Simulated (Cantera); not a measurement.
Charge: 1 mol Si, 2.6 mol Br2, 36 mol H2, 17 mol HBr, at 0.0100 bar.

These are equilibrium values from Cantera (NASA tables, ideal gas, pure condensed phases), not measurements of a reactor. Candidate condensed phases: Br2, Si; 19 gas species. The tables' values for SiBr3 are old estimates; treat these amounts as uncertain. Kinetics and transport are ignored. All values below are at 1550 K.

Base state: H2 0.621, HBr 0.349, SiBr2 0.0174, Br 0.0117, SiBr3 0.000319, H 0.000248, SiBr4 9.32e-5, SiHBr3 1.28e-5 (mole fractions); condensed: gas only.

**Question.** What changes in the equilibrium state with this change: pressure from 0.0100 bar to 0.100 bar?

**Answer.** 
```
species    before     after
-------  --------  --------
H2          0.621     0.622
HBr         0.349     0.357
SiBr2      0.0174    0.0160
Br         0.0117   0.00377
SiBr4     9.32e-5  0.000892
SiHBr3    1.28e-5  0.000120
H        0.000248   7.85e-5
SiBr3    0.000319  0.000944
```
